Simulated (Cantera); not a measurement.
A Cantera script and its output.

```python
import numpy as np
import cantera as ct

gas = ct.Solution("gri30.yaml")
gas.TPX = 1425, 220000, {'CH4': 1, 'O2': 2.86, 'N2': 11.1}
reactor = ct.IdealGasReactor(gas, energy="on", clone=False)
net = ct.ReactorNet([reactor])
net.rtol, net.atol = 1e-08, 1e-16
show = ['CH4', 'O2', 'NO2', 'CH2O', 'HCN', 'CO2']
times = np.geomspace(4e-06, 0.2, 15)

steps = ct.SolutionArray(gas, extra=["t"])
rows = []
print(f"{'t/s':>10s}{'T/K':>9s}{'P/Pa':>11s}" + "".join(f"{s:>11s}" for s in show))
for t in times:
    while net.time < t:
        t_next = net.step()
        steps.append(gas.state, t=t_next)
    rows.append([np.interp(t, steps.t, y) for y in (steps.T, steps.P, *steps(*show).X.T)])
    print(f"{t:10.3e}{rows[-1][0]:9.1f}{rows[-1][1]:11.4g}" + "".join(f"{x:11.3e}" for x in rows[-1][2:]))
rate = np.gradient(steps.T, steps.t)
print("integrator steps:", len(steps.t))
if steps.T.max() > steps.T[0] + 200:
    print(f"time of steepest temperature rise: {steps.t[rate.argmax()]:.4e} s")
gas.TPX = 1425, 220000, {'CH4': 1, 'O2': 2.86, 'N2': 11.1}
gas.equilibrate("UV")
print(f"equilibrium (UV): T = {gas.T:.1f} K  " + "  ".join(f"{s} {gas[s].X[0]:.3e}" for s in show))
```

Output:

```
       t/s      T/K       P/Pa        CH4         O2        NO2       CH2O        HCN        CO2
 4.000e-06   1425.0    2.2e+05  6.684e-02  1.912e-01  3.006e-22  4.573e-09  3.533e-20  1.001e-13
 8.664e-06   1425.0    2.2e+05  6.684e-02  1.912e-01  3.906e-21  2.282e-08  1.747e-19  7.626e-13
 1.876e-05   1425.0    2.2e+05  6.684e-02  1.912e-01  5.257e-20  1.175e-07  8.891e-19  7.245e-12
 4.064e-05   1425.0    2.2e+05  6.684e-02  1.912e-01  8.041e-19  6.580e-07  4.927e-18  8.913e-11
 8.803e-05   1425.0    2.2e+05  6.683e-02  1.912e-01  1.453e-17  4.283e-06  3.319e-17  1.499e-09
 1.907e-04   1425.1    2.2e+05  6.676e-02  1.911e-01  2.825e-16  3.185e-05  3.317e-16  3.395e-08
 4.130e-04   1427.0  2.203e+05  6.637e-02  1.909e-01  6.654e-15  1.984e-04  4.406e-15  5.691e-07
 8.944e-04   1445.1  2.232e+05  6.343e-02  1.889e-01  3.821e-13  1.097e-03  1.728e-13  1.123e-05
 1.937e-03   2776.3  4.367e+05  2.550e-16  5.368e-02  8.822e-06  1.233e-10  2.622e-10  5.104e-02
 4.196e-03   2769.4  4.355e+05  2.529e-16  5.161e-02  1.189e-05  1.216e-10  3.129e-10  5.117e-02
 9.088e-03   2769.3  4.354e+05  2.529e-16  5.158e-02  1.194e-05  1.216e-10  3.137e-10  5.117e-02
 1.968e-02   2769.3  4.354e+05  2.529e-16  5.158e-02  1.194e-05  1.216e-10  3.137e-10  5.117e-02
 4.263e-02   2769.3  4.354e+05  2.529e-16  5.158e-02  1.194e-05  1.216e-10  3.137e-10  5.117e-02
 9.234e-02   2769.3  4.354e+05  2.529e-16  5.158e-02  1.194e-05  1.216e-10  3.137e-10  5.117e-02
 2.000e-01   2769.3  4.354e+05  2.529e-16  5.158e-02  1.194e-05  1.216e-10  3.137e-10  5.117e-02
integrator steps: 1993
time of steepest temperature rise: 1.1842e-03 s
equilibrium (UV): T = 2769.3 K  CH4 3.481e-16  O2 5.158e-02  NO2 1.194e-05  CH2O 1.216e-10  HCN 3.137e-10  CO2 5.117e-02
```

Detailed kinetics in Cantera: GRI-Mech 3.0 (53 species, 325 reactions).
